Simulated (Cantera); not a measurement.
What does this Cantera script print?

```python
import numpy as np
import cantera as ct

gas = ct.Solution("gri30.yaml")
gas.TPX = 1150, 16000, {'N2O': 1}
reactor = ct.IdealGasConstPressureReactor(gas, energy="off", clone=False)
net = ct.ReactorNet([reactor])
net.rtol, net.atol = 1e-08, 1e-18
show = ['N2O', 'O', 'NO', 'NO2', 'O2', 'N2']
times = np.geomspace(1e-06, 20, 11)

steps = ct.SolutionArray(gas, extra=["t"])
rows = []
print(f"{'t/s':>10s}{'T/K':>9s}{'P/Pa':>11s}" + "".join(f"{s:>11s}" for s in show))
for t in times:
    while net.time < t:
        t_next = net.step()
        steps.append(gas.state, t=t_next)
    rows.append([np.interp(t, steps.t, y) for y in (steps.T, steps.P, *steps(*show).X.T)])
    print(f"{t:10.3e}{rows[-1][0]:9.1f}{rows[-1][1]:11.4g}" + "".join(f"{x:11.3e}" for x in rows[-1][2:]))
rate = np.gradient(steps.T, steps.t)
print("integrator steps:", len(steps.t))
if steps.T.max() > steps.T[0] + 200:
    print(f"time of steepest temperature rise: {steps.t[rate.argmax()]:.4e} s")
gas.TPX = 1150, 16000, {'N2O': 1}
gas.equilibrate("TP")
print(f"equilibrium (TP): T = {gas.T:.1f} K  " + "  ".join(f"{s} {gas[s].X[0]:.3e}" for s in show))
```

It prints:

```
       t/s      T/K       P/Pa        N2O          O         NO        NO2         O2         N2
 1.000e-06   1150.0    1.6e+04  1.000e+00  1.797e-08  3.494e-11  2.292e-21  1.867e-10  1.836e-08
 5.372e-06   1150.0    1.6e+04  1.000e+00  9.189e-08  9.811e-10  1.832e-18  5.242e-09  1.029e-07
 2.885e-05   1150.0    1.6e+04  1.000e+00  3.850e-07  2.385e-08  1.063e-15  1.275e-07  6.518e-07
 1.550e-04   1150.0    1.6e+04  1.000e+00  7.797e-07  3.486e-07  2.254e-13  1.863e-06  4.680e-06
 8.326e-04   1150.0    1.6e+04  1.000e+00  8.039e-07  2.452e-06  1.114e-11  1.310e-05  2.823e-05
 4.472e-03   1150.0    1.6e+04  9.998e-01  8.039e-07  1.377e-05  3.494e-10  7.357e-05  1.548e-04
 2.402e-02   1150.0    1.6e+04  9.987e-01  8.039e-07  7.450e-05  9.844e-09  3.981e-04  8.343e-04
 1.290e-01   1150.0    1.6e+04  9.930e-01  8.036e-07  3.990e-04  2.348e-07  2.133e-03  4.468e-03
 6.931e-01   1150.0    1.6e+04  9.632e-01  8.020e-07  2.097e-03  3.150e-06  1.123e-02  2.351e-02
 3.723e+00   1150.0    1.6e+04  8.220e-01  7.919e-07  1.010e-02  1.932e-05  5.426e-02  1.136e-01
 2.000e+01   1150.0    1.6e+04  3.919e-01  7.248e-07  3.392e-02  6.992e-05  1.857e-01  3.885e-01
integrator steps: 663
equilibrium (TP): T = 1150.0 K  N2O 4.074e-09  O 1.207e-08  NO 1.530e-04  NO2 1.669e-06  O2 3.333e-01  N2 6.666e-01
```

Detailed kinetics in Cantera: GRI-Mech 3.0 (53 species, 325 reactions). GRI-Mech 3.0 was tuned for natural gas; its chemistry of N2O as a main component is partial and can be far from experiment. The mechanism lacks the step 2 NO + O2 → 2 NO2, which can matter for NO2 below about 1400 K. The temperature is held fixed by assumption; the heat of reaction is taken as removed at once.
